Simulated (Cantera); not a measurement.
A closed system holds: 1 mol Al₂O₃, 4.5 mol N₂, at 1523 K and 350 Pa.

Method: chemical equilibrium by Gibbs-energy minimisation in Cantera with the NASA 1993 tables (ideal gas, pure condensed phases). Candidate condensed phases: Al, AlN, Al₂O₃; 16 gas species. Kinetics and transport are ignored.

Task: What is the equilibrium state?

Result: 
- x(N₂) = 1.00
- n(Al₂O₃(s)) = 1.00 mol
- gas amount = 4.500 mol
- log10 activity of Al(l) (absent) = -7.64
